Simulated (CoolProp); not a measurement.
Saturation properties of sulfur dioxide.

Values from CoolProp's reference Helmholtz-energy equation of state, Gao 2016.

```tsv
T (K)	p (bar)	liquid density (kg/m³)	vapour Z
220.9	0.09942	1570	0.9947
237.9	0.2846	[?]	0.9886
255	0.6949	[?]	0.9786
272	[?]	[?]	[?]
289.1	2.866	1392	0.9440
306.2	5.092	[?]	0.9178
323.2	8.426	1293	0.8852
340.3	13.23	[?]	0.8450
357.3	19.77	1177	0.7966
374.4	28.53	1108	0.7376
```

Task: Complete the blanks.

Result: 
- 237.9, liquid density (kg/m³): 1527
- 255, liquid density (kg/m³): 1483
- 272, p (bar): 1.483
- 272, liquid density (kg/m³): 1438
- 272, vapour Z: 0.9640
- 306.2, liquid density (kg/m³): 1344
- 340.3, liquid density (kg/m³): 1238

It boils at 263.1 K under 1 atm.
